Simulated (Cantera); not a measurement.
# Thermodynamics of silicon carbide growth, feed SiH₄ + C₂H₄ + H₂

Input: 1 mol SiH₄, 0.11 mol C₂H₄, 180 mol H₂, at 0.100 bar.

Method: chemical equilibrium by Gibbs-energy minimisation in Cantera with the NASA 1993 tables (ideal gas, pure condensed phases). Candidate condensed phases: C, C₆H₆, C₇H₈, C₈H₁₈, Si, SiC; 87 gas species. Mutual solubility and eutectic melting of coexisting phases are not modelled. Gases not in the tables: Si₂H₆ and higher silanes. The numbers say what is thermodynamically allowed, not how fast it happens.

```
T (K)   x H₂       x H      x Si    x SiH₂     x SiH    x CH₄  n Si(s)  n SiC(s)  n Si(l)
-----  -----  --------  --------  --------  --------  -------  -------  --------  -------
925    1.000  8.23e-10    <1e-12  8.89e-12    <1e-12  4.34e-6    0.781     0.219        0
1025   1.000   1.38e-8    <1e-12  1.90e-10    <1e-12  3.55e-6    0.781     0.219        0
1125   1.000   1.41e-7    <1e-12   2.37e-9  5.55e-12  2.99e-6    0.781     0.219        0
1225   1.000   9.86e-7  3.46e-11   1.95e-8  1.40e-10  2.57e-6    0.780     0.220        0
1325   1.000   5.17e-6  9.43e-10   1.17e-7   2.16e-9  2.26e-6    0.780     0.220        0
1425   1.000   2.16e-5   1.61e-8   5.42e-7   2.26e-8  2.02e-6    0.780     0.220        0
1525   1.000   7.48e-5   1.89e-7   2.06e-6   1.73e-7  1.83e-6    0.780     0.220        0
1625   1.000  0.000223   1.63e-6   6.61e-6   1.03e-6  1.68e-6    0.779     0.220        0
1725   0.999  0.000587   1.02e-5   1.72e-5   4.59e-6  1.68e-6        0     0.220    0.774
1825   0.999   0.00139   4.55e-5   3.56e-5   1.53e-5  1.91e-6        0     0.219    0.763
1925   0.997   0.00302  0.000174   6.79e-5   4.47e-5  2.13e-6        0     0.219    0.727
```
x: gas mole fraction; n: condensed amount in mol.

From 925 K to 1625 K the condensed part is Si(s) + SiC(s). From 1725 K to 1925 K the condensed part is Si(l) + SiC(s). The main Si-bearing gas is SiH₄ at 925 K and Si at 1925 K.
